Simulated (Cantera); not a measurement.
A closed system holds: 1 mol HMDSO, 0.68 mol N2O, at 1075 K and 17.0 Pa.

Cantera equilibrium calculation (NASA polynomials, part measured and part estimated; ideal gas, pure solids and liquids). Candidate condensed phases: C, C6H6, C7H8, C8H18, H2O, Si, SiC, SiO2, Si2N2O, Si3N4; 151 gas species. The feed counts by its element totals alone. Mutual solubility and eutectic melting of coexisting phases are not modelled. Kinetics and transport are ignored.

Base state: H2 0.991, CO 0.00940 (mole fractions); condensed: C(graphite) + SiC(s) + SiO2(β-quartz) + Si2N2O(s).

Task: What changes in the equilibrium state with this change: temperature from 1075 K to 1823.15 K?

Result: 
```
species               before     after
-------------------  -------  --------
H2                     0.991     0.765
CO                   0.00940     0.145
N2                   5.05e-6    0.0582
H                    1.12e-6    0.0291
SiO                  1.51e-6  0.000859
Si                     <1e-9  0.000697
HNC                    <1e-9   5.78e-5
HCN                  3.54e-8   0.00145
C(graphite), mol        5.73      2.33
SiC(s), mol            0.183      1.98
SiO2(β-quartz), mol    0.457         0
Si2N2O(s), mol         0.680         0
```
